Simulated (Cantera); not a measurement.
A perfectly stirred reactor is fed with CO : O₂ : H₂O : N₂ = 0.005 : 0.03 : 0.00011 : 1 (molar parts), at 6.30 bar; it is held at 1125 K, and followed from long to short residence time.

Model: GRI-Mech 3.0 (53 species, 325 reactions), integrated in Cantera.

Problem. What does this change do: temperature 1125 to 1500 K?

Solution. 
```
quantity                 before     after
---------------------  --------  --------
x(CO) at τ = 4.20 s     0.00175   2.19e-5
x(O₂) at τ = 4.20 s      0.0275    0.0266
x(H₂O) at τ = 4.20 s   0.000106  0.000105
x(H) at τ = 4.20 s     7.01e-10   5.58e-9
x(OH) at τ = 4.20 s     1.57e-8   2.83e-6
x(CO) at τ = 30.0 ms    0.00480  0.000785
x(O₂) at τ = 30.0 ms     0.0290    0.0270
x(H₂O) at τ = 30.0 ms  0.000106  0.000101
x(H) at τ = 30.0 ms    6.73e-10   3.13e-7
x(OH) at τ = 30.0 ms    6.05e-9   8.60e-6
```

Problem. What does this change do: pressure from 6.30 bar to 1.00 bar?

Solution. 
```tsv
quantity	before	after
x(CO) at τ = 4.20 s	0.00175	0.000425
x(O₂) at τ = 4.20 s	0.0275	0.0268
x(H₂O) at τ = 4.20 s	0.000106	0.000106
x(H) at τ = 4.20 s	7.01e-10	3.66e-8
x(OH) at τ = 4.20 s	1.57e-8	8.59e-7
x(CO) at τ = 30.0 ms	0.00480	0.00420
x(O₂) at τ = 30.0 ms	0.0290	0.0287
x(H₂O) at τ = 30.0 ms	0.000106	0.000104
x(H) at τ = 30.0 ms	6.73e-10	5.14e-7
x(OH) at τ = 30.0 ms	6.05e-9	1.57e-6
```
